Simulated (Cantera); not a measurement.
Input (Python, Cantera):

```python
import numpy as np
import cantera as ct

gas = ct.Solution("gri30.yaml")
gas.TPX = 1075, 2800000, {'CH4': 1, 'O2': 2.9, 'N2': 11, 'CO2': 0.48}
reactor = ct.IdealGasConstPressureReactor(gas, energy="on", clone=False)
net = ct.ReactorNet([reactor])
net.rtol, net.atol = 1e-08, 1e-16
show = ['CH4', 'O2', 'CO2', 'H2O', 'NO', 'C2H4', 'HCN']
times = np.geomspace(3e-06, 3, 11)

steps = ct.SolutionArray(gas, extra=["t"])
rows = []
print(f"{'t/s':>10s}{'T/K':>9s}{'P/Pa':>11s}" + "".join(f"{s:>11s}" for s in show))
for t in times:
    while net.time < t:
        t_next = net.step()
        steps.append(gas.state, t=t_next)
    rows.append([np.interp(t, steps.t, y) for y in (steps.T, steps.P, *steps(*show).X.T)])
    print(f"{t:10.3e}{rows[-1][0]:9.1f}{rows[-1][1]:11.4g}" + "".join(f"{x:11.3e}" for x in rows[-1][2:]))
rate = np.gradient(steps.T, steps.t)
print("integrator steps:", len(steps.t))
if steps.T.max() > steps.T[0] + 200:
    print(f"time of steepest temperature rise: {steps.t[rate.argmax()]:.4e} s")
gas.TPX = 1075, 2800000, {'CH4': 1, 'O2': 2.9, 'N2': 11, 'CO2': 0.48}
gas.equilibrate("HP")
print(f"equilibrium (HP): T = {gas.T:.1f} K  " + "  ".join(f"{s} {gas[s].X[0]:.3e}" for s in show))
```

It prints:

```
       t/s      T/K       P/Pa        CH4         O2        CO2        H2O         NO       C2H4        HCN
 3.000e-06   1075.0    2.8e+06  6.502e-02  1.886e-01  3.121e-02  5.763e-11  1.081e-23  3.081e-16  1.453e-27
 1.194e-05   1075.0    2.8e+06  6.502e-02  1.886e-01  3.121e-02  9.638e-10  1.825e-22  2.219e-14  2.399e-26
 4.755e-05   1075.0    2.8e+06  6.502e-02  1.886e-01  3.121e-02  1.715e-08  3.133e-21  1.603e-12  4.400e-25
 1.893e-04   1075.0    2.8e+06  6.502e-02  1.886e-01  3.121e-02  3.893e-07  6.871e-20  1.625e-10  1.299e-23
 7.536e-04   1075.1    2.8e+06  6.501e-02  1.885e-01  3.121e-02  8.631e-06  2.050e-18  1.187e-08  5.728e-22
 3.000e-03   1075.8    2.8e+06  6.489e-02  1.885e-01  3.121e-02  1.158e-04  3.339e-17  3.197e-07  1.487e-20
 1.194e-02   2363.0    2.8e+06  1.010e-18  5.655e-02  9.476e-02  1.278e-01  3.351e-03  1.358e-28  2.109e-12
 4.755e-02   2353.0    2.8e+06  9.133e-19  5.404e-02  9.482e-02  1.279e-01  8.397e-03  1.093e-28  2.418e-12
 1.893e-01   2352.9    2.8e+06  9.125e-19  5.402e-02  9.482e-02  1.279e-01  8.440e-03  1.091e-28  2.419e-12
 7.536e-01   2352.9    2.8e+06  9.125e-19  5.402e-02  9.482e-02  1.279e-01  8.440e-03  1.091e-28  2.419e-12
 3.000e+00   2352.9    2.8e+06  9.125e-19  5.402e-02  9.482e-02  1.279e-01  8.440e-03  1.091e-28  2.419e-12
integrator steps: 2393
time of steepest temperature rise: 7.8973e-03 s
equilibrium (HP): T = 2352.9 K  CH4 1.302e-18  O2 5.402e-02  CO2 9.482e-02  H2O 1.279e-01  NO 8.440e-03  C2H4 1.344e-28  HCN 2.419e-12
```

Detailed kinetics in Cantera: GRI-Mech 3.0 (53 species, 325 reactions). The pressure lies above the range GRI-Mech 3.0 was tuned for (to about 10 atm).
